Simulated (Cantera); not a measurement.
Input: 1 mol Si3N4, 0.027 mol CO2, 17 mol N2, 0.0017 mol O2, held at 977 °C.

Equilibrium computed with Cantera from the NASA thermochemical tables; the gas is ideal and each condensed phase is pure. Candidate condensed phases: C, Si, SiC, SiO2, Si2N2O, Si3N4; 34 gas species. Mutual solubility and eutectic melting of coexisting phases are not modelled. Equilibrium is a limit: real reactors are often held back by kinetics, nucleation or transport.

### Question
Which condensed phases are stable at each of these points (P (Pa)): 0.100, 2.50, 63, 1600, 40000, 1000000?

### Answer
```csv
P (Pa),condensed phases,Si condensed (%)
0.100,SiC(s) + Si2N2O(s) + Si3N4(s),99.8
2.50,SiC(s) + Si2N2O(s) + Si3N4(s),100.0
63,SiC(s) + Si2N2O(s) + Si3N4(s),100.0
1600,C(graphite) + Si2N2O(s) + Si3N4(s),100.0
40000,C(graphite) + Si2N2O(s) + Si3N4(s),100.0
1000000,C(graphite) + Si2N2O(s) + Si3N4(s),100.0
```

From 0.100 Pa to 63.0 Pa the condensed part is SiC(s) + Si2N2O(s) + Si3N4(s). From 1600 Pa to 1000000 Pa the condensed part is C(graphite) + Si2N2O(s) + Si3N4(s).
